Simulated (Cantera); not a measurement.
A closed system holds: 1 mol Si, 0.62 mol NH₃, 4.4 mol N₂, at 898 K and 0.293 Torr.

Equilibrium computed with Cantera from the NASA thermochemical tables; the gas is ideal and each condensed phase is pure. Candidate condensed phases: Si, Si₃N₄; 18 gas species. Equilibrium is a limit: real reactors are often held back by kinetics, nucleation or transport.

Base state: N₂ 0.813, H₂ 0.187 (mole fractions); condensed: Si₃N₄(s).

**Question.** What changes in the equilibrium state with this change: temperature from 898 K to 1675 K?

**Answer.** 
```json
[
 {"species": "N₂", "before": "0.813", "after": "0.833"},
 {"species": "H₂", "before": "0.187", "after": "0.163"},
 {"species": "H", "before": "2.40e-9", "after": "0.00238"},
 {"species": "Si", "before": "<1e-9", "after": "0.00111"},
 {"species": "Si₂N", "before": "<1e-9", "after": "2.38e-5"},
 {"species": "SiH", "before": "<1e-9", "after": "1.49e-5"},
 {"species": "SiN", "before": "<1e-9", "after": "1.32e-5"},
 {"species": "Si₃N₄(s), mol", "before": "0.333", "after": "0"},
 {"species": "Si(s), mol", "before": "0", "after": "0.993"}
]
```
The tables' values for SiN are old estimates; treat these amounts as uncertain.

**Question.** What changes in the equilibrium state with this change: temperature from 898 K to 1900 K?

**Answer.** 
| species | before | after |
|---|---|---|
| N₂ | 0.813 | 0.801 |
| H₂ | 0.187 | 0.150 |
| Si | <1e-9 | 0.0323 |
| H | 2.40e-9 | 0.0156 |
| Si₂N | <1e-9 | 0.000277 |
| Si₂ | <1e-9 | 0.000260 |
| SiH | <1e-9 | 0.000215 |
| SiN | <1e-9 | 0.000191 |
| Si₃N₄(s), mol | 0.333 | 0 |
| Si(l), mol | 0 | 0.800 |
The tables' values for SiN are old estimates; treat these amounts as uncertain.
